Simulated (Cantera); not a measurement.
A diamond (100) surface in a fixed gas of H2 with x(CH4) = 0.0083, x(H) = 0.0054, x(CH3) = 5.1e-05, 0.0780 bar; coverages are run to steady state.

Detailed kinetics in Cantera: the Harris–Goodwin 1993 mechanism for the reconstructed diamond (100) surface.

θ: site fractions in the mechanism's names (c6HH fully hydrogenated, c6H* and c6*H radical sites, c6** diradical, c6HM methylated).

| T (K) | growth (µm/h) | θ c6HH | θ c6H* | θ c6*H | θ c6** | θ c6HM |
|---|---|---|---|---|---|---|
| 950 | 1.63 | 0.638 | 0.0141 | 0.333 | 0.00662 | 0.00628 |
| 1025 | [?] | [?] | [?] | [?] | [?] | [?] |
| 1100 | 2.58 | 0.511 | 0.0278 | 0.439 | 0.0179 | 0.00282 |
| 1175 | 2.11 | 0.458 | 0.0356 | 0.478 | 0.0262 | 0.00132 |
| 1250 | 1.32 | 0.412 | 0.0437 | 0.508 | 0.0359 | 0.000421 |
| 1325 | 0.960 | 0.373 | 0.0516 | 0.529 | 0.0466 | 0.000112 |
| 1400 | 0.890 | [?] | [?] | 0.542 | [?] | [?] |

Complete the blanks.


- 1025, growth (µm/h): 2.24
- 1025, θ c6HH: 0.571
- 1025, θ c6H*: 0.0205
- 1025, θ c6*H: 0.390
- 1025, θ c6**: 0.0114
- 1025, θ c6HM: 0.00443
- 1400, θ c6HH: 0.341
- 1400, θ c6H*: 0.0593
- 1400, θ c6**: 0.0577
- 1400, θ c6HM: 2.89e-5
